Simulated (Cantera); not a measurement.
An isothermal, constant-pressure homogeneous reactor starts with 0.990 % CH₄, 99.0 % H₂, at 1850 K and 0.380 bar.

Model: GRI-Mech 3.0 (53 species, 325 reactions), integrated in Cantera. GRI-Mech 3.0 stops at C3 and has no aromatics, soot or wall deposition, so with more carbon than oxygen in the feed, carbon stays in small species such as C2H2 where larger ones or solid carbon would form.

One state of this run: x CH₄ = 0.00102; x H₂ = 0.994; x C₂H₆ = 1.06e-8; x C₂H = 4.14e-8; x H = 0.000877; x CH₂ = 1.86e-8. x: mole fraction; the columns are a selection and need not sum to one.

Task: Which value of t (s) does it belong to?
A. 0.108
B. 0.000391
C. 1.80
D. 0.706

Result: C, 1.80
